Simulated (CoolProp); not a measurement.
Methane along the isobar 19.7 MPa: Z from the reference equation and from simpler models built on Tc = -82.6 °C, pc = 4.599 MPa, ω = 0.011; each cubic takes its own stable root.

Values from CoolProp's reference Helmholtz-energy equation of state, Setzmann 1991.

| T (°C) | phase | reference | van der Waals | Soave-Redlich-Kwong | Peng-Robinson |
|---|---|---|---|---|---|
| -159.55 | liquid | 0.7677 | 1.087 | 0.7650 | 0.6817 |
| -143.35 | liquid | 0.7044 | 0.9857 | 0.7032 | 0.6264 |
| -127.25 | liquid | 0.6600 | 0.9117 | 0.6619 | 0.5897 |
| -111.15 | liquid | 0.6299 | 0.8568 | 0.6363 | 0.5678 |
| -95.05 | liquid | 0.6121 | 0.8167 | 0.6247 | 0.5590 |
| -78.85 | supercritical | 0.6063 | 0.7886 | 0.6263 | 0.5631 |
| -62.75 | supercritical | 0.6131 | 0.7714 | 0.6413 | 0.5806 |
| -46.65 | supercritical | 0.6337 | 0.7636 | 0.6696 | 0.6111 |
| -30.45 | supercritical | 0.6682 | 0.7645 | 0.7091 | 0.6527 |
| -14.35 | supercritical | 0.7123 | 0.7732 | 0.7544 | 0.6994 |
| 1.75 | supercritical | 0.7595 | 0.7882 | 0.8000 | 0.7459 |
| 17.85 | supercritical | 0.8043 | 0.8077 | 0.8420 | 0.7886 |
